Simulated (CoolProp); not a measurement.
Vapour-liquid equilibrium of R113 (1) + acetone (2) at 32.5 kPa; x and y are mole fractions of (1).

Model: multi-fluid Helmholtz-energy mixture model, Marx 1992 and Lemmon 2006; pair parameters Bell 2016, in CoolProp.

Problem. Give the bubble temperature and the first vapour's composition at x = 0.15, 0.75, 0.85. Is there an azeotrope?

Solution. x = 0.15: 19.4 °C, y = 0.353; x = 0.75: 14.4 °C, y = 0.724; x = 0.85: 14.8 °C, y = 0.795. y crosses x between x = 0.65 and 0.75: the model has an azeotrope there.

Pair parameters are fitted to limited data, so mixtures are less certain than the pure fluids.
